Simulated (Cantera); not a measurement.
A closed system holds: 1 mol Zr, 3.7 mol H2O, 480 mol H2, held at 2500 K and 133 Pa.

Method: chemical equilibrium by Gibbs-energy minimisation in Cantera with the NASA 1993 tables (ideal gas, pure condensed phases). Candidate condensed phases: H2O, Zr, ZrO2; 12 gas species. The numbers say what is thermodynamically allowed, not how fast it happens.

Base state: H2 0.506, H 0.490, H2O 0.00233, OH 0.000467, ZrO 0.000443, O 0.000297, ZrO2 0.000264 (mole fractions); condensed: ZrO2(tetragonal).

What changes in the equilibrium state with this change: temperature from 2500 K to 2650 K?


```
species                  before     after
---------------------  --------  --------
H                         0.490     0.699
H2                        0.506     0.296
H2O                     0.00233   0.00132
ZrO                    0.000443  0.000951
O                      0.000297   0.00115
OH                     0.000467  0.000758
ZrO2(tetragonal), mol     0.546         0
```

What changes in the equilibrium state with this change: temperature from 2500 K to 1848 K?


```csv
species,before,after
H2,0.506,0.982
H,0.490,0.0144
H2O,0.00233,0.00349
ZrO,0.000443,<1e-9
ZrO2,0.000264,<1e-9
O,0.000297,4.20e-8
"ZrO2(tetragonal), mol",0.546,1.00
```

What changes in the equilibrium state with this change: temperature from 2500 K to 1400 K?


```
species                  before     after
---------------------  --------  --------
H2                        0.506     0.996
H2O                     0.00233   0.00351
H                         0.490  0.000133
ZrO                    0.000443     <1e-9
O                      0.000297     <1e-9
ZrO2                   0.000264     <1e-9
ZrO2(tetragonal), mol     0.546         0
ZrO2(monoclinic), mol         0      1.00
```
